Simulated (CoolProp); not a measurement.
Saturation properties of n-perfluorobutane.

Model: reference Helmholtz-energy equation of state, Gao 2022, in CoolProp.

| T (K) | p (bar) | liquid density (kg/m³) | vapour density (kg/m³) | enthalpy of vaporisation (kJ/kg) | liquid cp (kJ/(kg K)) |
|---|---|---|---|---|---|
| 287.7 | 1.884 | (withheld) | 20.28 | 91.95 | 1.128 |
| 296.6 | 2.542 | (withheld) | 27.09 | 88.71 | 1.143 |
| 305.6 | 3.371 | 1466 | 35.72 | 85.24 | 1.159 |
| 314.5 | 4.376 | 1428 | 46.36 | 81.57 | (withheld) |
| 323.4 | 5.592 | 1389 | 59.57 | 77.60 | 1.200 |
| 332.3 | 7.044 | 1346 | 76.01 | 73.25 | 1.227 |
| 341.2 | 8.763 | 1299 | 96.62 | (withheld) | 1.263 |
| 350.1 | 10.78 | 1245 | 122.9 | 62.92 | 1.312 |
| 359 | 13.14 | 1183 | (withheld) | 56.46 | 1.389 |
| 367.9 | 15.89 | 1107 | 205.8 | 48.48 | 1.532 |
| 376.8 | 19.10 | 1002 | 282.2 | 37.50 | 1.927 |

Complete the blanks.


- 287.7, liquid density (kg/m³): 1536
- 296.6, liquid density (kg/m³): 1502
- 314.5, liquid cp (kJ/(kg K)): 1.178
- 341.2, enthalpy of vaporisation (kJ/kg): 68.42
- 359, vapour density (kg/m³): 157.5

It boils at 271.1 K under 1 atm.
